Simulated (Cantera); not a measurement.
Input: 1 mol CH₃OH, 1.8 mol O₂, 20 mol N₂, at 2550 K and 10.0 mbar.

Cantera equilibrium calculation (NASA polynomials, part measured and part estimated; ideal gas, pure solids and liquids). Candidate condensed phases: C, C₆H₆, C₇H₈, C₈H₁₈, H₂O; 136 gas species. The numbers say what is thermodynamically allowed, not how fast it happens.

Base state: N₂ 0.792, H 0.0404, H₂O 0.0337, CO 0.0302, O 0.0280, O₂ 0.0230, OH 0.0178, H₂ 0.0168 (mole fractions); condensed: gas only.

Question: What changes in the equilibrium state with this change: O₂ from 1.8 to 0.92 mol?

Answer: 
```
species   before    after
-------  -------  -------
N₂         0.792    0.821
H         0.0404   0.0495
CO        0.0302   0.0353
O₂        0.0230  0.00633
O         0.0280   0.0147
OH        0.0178   0.0115
H₂        0.0168   0.0252
H₂O       0.0337   0.0266
NO       0.00831  0.00444
CO₂      0.00959  0.00587
```

Question: What changes in the equilibrium state with this change: O₂ from 1.8 to 0.026 mol?

Answer: 
```tsv
species	before	after
N₂	0.792	0.839
H	0.0404	0.0685
H₂	0.0168	0.0483
H₂O	0.0337	0.00119
O₂	0.0230	3.47e-6
O	0.0280	0.000344
OH	0.0178	0.000371
CO	0.0302	0.0418
NO	0.00831	0.000105
CO₂	0.00959	0.000163
```
